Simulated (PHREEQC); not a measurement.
Solution A (0.038 mol KH2PO4 and 0.052 mol HNO3 per kg of water) is mixed with solution B (0.0094 mol NiSO4 and 0.00038 mol H3BO3 per kg of water) at 20 °C; shares are by mass of water, 1 kg in all. Oxygen is held at 0.21 atm. CO2 from the air is kept out. No solid was allowed to form.

Equilibrium calculation in PHREEQC: ion-association model, wateq4f.dat.

| share of solution B | pH | Ni+2 (mol/kgw) | SO4-2 (mol/kgw) | H3PO4 (mol/kgw) | H2PO4- (mol/kgw) | NiSO4 (mol/kgw) |
|---|---|---|---|---|---|---|
| 0 | 1.67 | 0 | 0 | 0.0268 | 0.0112 | 0 |
| 0.1 | 1.71 | 0.000925 | 0.000459 | 0.0234 | 0.0108 | 1.49e-5 |
| 0.2 | 1.76 | 0.00182 | 0.000944 | [?] | 0.0102 | 6.22e-5 |
| 0.25 | 1.78 | 0.00225 | 0.00120 | 0.0186 | 0.00994 | 9.92e-5 |
| 0.35 | 1.83 | [?] | 0.00173 | 0.0154 | 0.00930 | [?] |
| 0.45 | [?] | 0.00388 | 0.00230 | 0.0123 | 0.00856 | 0.000352 |
| 0.55 | 1.97 | 0.00462 | 0.00291 | 0.00940 | 0.00770 | 0.000552 |
| 0.65 | 2.06 | 0.00530 | 0.00358 | 0.00662 | 0.00668 | 0.000813 |
| 0.75 | 2.19 | 0.00590 | [?] | 0.00407 | 0.00543 | 0.00115 |
| 0.8 | 2.27 | 0.00617 | 0.00473 | 0.00291 | 0.00469 | 0.00135 |
| 0.9 | 2.54 | 0.00661 | [?] | 0.000969 | 0.00283 | 0.00185 |
| 1 | 6.18 | 0.00686 | 0.00686 | 0 | 0 | 0.00254 |

Problem. Complete the blanks.

Solution. 
- 0.2, H3PO4 (mol/kgw): 0.0202
- 0.35, Ni+2 (mol/kgw): 0.00309
- 0.35, NiSO4 (mol/kgw): 0.000203
- 0.45, pH: 1.90
- 0.75, SO4-2 (mol/kgw): 0.00432
- 0.9, SO4-2 (mol/kgw): 0.00565

Complexes and solids missing from the database can't appear. H3PO4, which wateq4f.dat lacks, is added to it with the constant of phreeqc.dat. The database has no phosphate complexes of Ni.
